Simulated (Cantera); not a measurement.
Cantera with NASA thermochemical tables; ideal gases at 1 bar, condensed phases pure. Values are per mole of reaction as written; species without (g) are pure solids or liquids, kept so even where they would boil at 1 bar. TaC: taken at fixed stoichiometry.

CO₂(g) + TaO₂(g) → 4 O(g) + TaC

| T (K) | ΔH° (kJ) | ΔS° (J/K) | ΔG° (kJ) | log10 K |
|---|---|---|---|---|
| 1400 | (withheld) | (withheld) | (withheld) | (withheld) |
| 1500 | 1480.9 | 242.5 | 1117.1 | -38.90 |
| 1600 | 1483.2 | 244.0 | 1092.8 | -35.67 |
| 1700 | (withheld) | (withheld) | (withheld) | (withheld) |
| 1800 | 1487.9 | 246.8 | 1043.7 | -30.29 |
| 1900 | (withheld) | (withheld) | (withheld) | (withheld) |
| 2000 | (withheld) | (withheld) | (withheld) | (withheld) |
| 2100 | 1495.2 | 250.5 | 969.1 | -24.10 |

What belongs in the gaps?


- 1400, ΔH° (kJ): 1478.5
- 1400, ΔS° (J/K): 240.9
- 1400, ΔG° (kJ): 1141.3
- 1400, log10 K: -42.58
- 1700, ΔH° (kJ): 1485.6
- 1700, ΔS° (J/K): 245.5
- 1700, ΔG° (kJ): 1068.3
- 1700, log10 K: -32.82
- 1900, ΔH° (kJ): 1490.3
- 1900, ΔS° (J/K): 248.1
- 1900, ΔG° (kJ): 1018.9
- 1900, log10 K: -28.01
- 2000, ΔH° (kJ): 1492.7
- 2000, ΔS° (J/K): 249.3
- 2000, ΔG° (kJ): 994.0
- 2000, log10 K: -25.96
